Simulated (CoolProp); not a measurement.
Vapour pressure (MPa) of n-hexane: the reference equation beside estimates from Tc = 507.8 K, pc = 3.044 MPa, ω = 0.300. Clausius-Clapeyron is anchored at 243.7 K with a constant enthalpy of vaporisation of 34.65 kJ/mol.

Values from CoolProp's reference Helmholtz-energy equation of state, Thol 2019.

| T (K) | reference | Lee-Kesler | Clausius-Clapeyron | van der Waals | Redlich-Kwong | Soave-Redlich-Kwong | Peng-Robinson |
|---|---|---|---|---|---|---|---|
| 238.7 | 0.0006914 | 0.0006480 | 0.0006927 | 0.05500 | 0.002797 | 0.0006707 | 0.0007478 |
| 241.2 | 0.0008296 | 0.0007781 | 0.0008301 | 0.05925 | 0.003276 | 0.0008047 | 0.0008929 |
| 243.7 | 0.0009911 | 0.0009302 | 0.0009911 | 0.06373 | 0.003820 | 0.0009613 | 0.001062 |
| 246.2 | 0.001179 | 0.001108 | 0.001179 | 0.06845 | 0.004436 | 0.001144 | 0.001257 |
| 248.7 | 0.001397 | 0.001313 | 0.001398 | 0.07341 | 0.005133 | 0.001355 | 0.001483 |
| 251.3 | 0.001659 | 0.001562 | 0.001662 | 0.07885 | 0.005950 | 0.001609 | 0.001754 |
| 253.8 | 0.001949 | 0.001837 | 0.001957 | 0.08434 | 0.006833 | 0.001892 | 0.002054 |
| 256.3 | 0.002282 | 0.002154 | 0.002297 | 0.09011 | 0.007821 | 0.002215 | 0.002396 |
| 258.8 | 0.002662 | 0.002516 | 0.002688 | 0.09615 | 0.008921 | 0.002585 | 0.002785 |
| 261.3 | 0.003094 | 0.002929 | 0.003136 | 0.1025 | 0.01014 | 0.003006 | 0.003227 |
| 263.8 | 0.003585 | 0.003398 | 0.003647 | 0.1091 | 0.01150 | 0.003484 | 0.003727 |
| 266.3 | 0.004139 | 0.003929 | 0.004230 | 0.1160 | 0.01300 | 0.004025 | 0.004291 |

Absolute difference from the reference over all 12 rows, mean and median: Lee-Kesler 5.7 and 5.8 %, Clausius-Clapeyron 0.7 and 0.3 %, van der Waals 4765.6 and 4440.1 %, Redlich-Kwong 256.5 and 254.6 %, Soave-Redlich-Kwong 2.9 and 3.0 %, Peng-Robinson 5.7 and 5.6 %.
